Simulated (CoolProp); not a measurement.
Ethanol along the isobar 34400 kPa: fugacity coefficient from the reference equation and from simpler models built on Tc = 241.6 °C, pc = 6268 kPa, ω = 0.644; each cubic takes its own stable root.

Computed with CoolProp (reference Helmholtz-energy equation of state, Schroeder 2014).

| T (°C) | phase | reference | van der Waals | Redlich-Kwong | Peng-Robinson |
|---|---|---|---|---|---|
| -91.75 | liquid | 5.775e-9 | 0.002664 | 2.833e-6 | 2.705e-9 |
| -58.65 | liquid | 5.845e-7 | 0.008516 | 7.960e-5 | 4.295e-7 |
| -25.55 | liquid | 1.566e-5 | 0.01987 | 0.0007401 | 1.452e-5 |
| 7.65 | liquid | 0.0001804 | 0.03787 | 0.003570 | 0.0001872 |
| 40.75 | liquid | 0.001157 | 0.06265 | 0.01124 | 0.001254 |
| 73.95 | liquid | 0.004927 | 0.09394 | 0.02677 | 0.005376 |
| 107.05 | liquid | 0.01536 | 0.1307 | 0.05216 | 0.01659 |
| 140.25 | liquid | 0.03791 | 0.1720 | 0.08827 | 0.04029 |
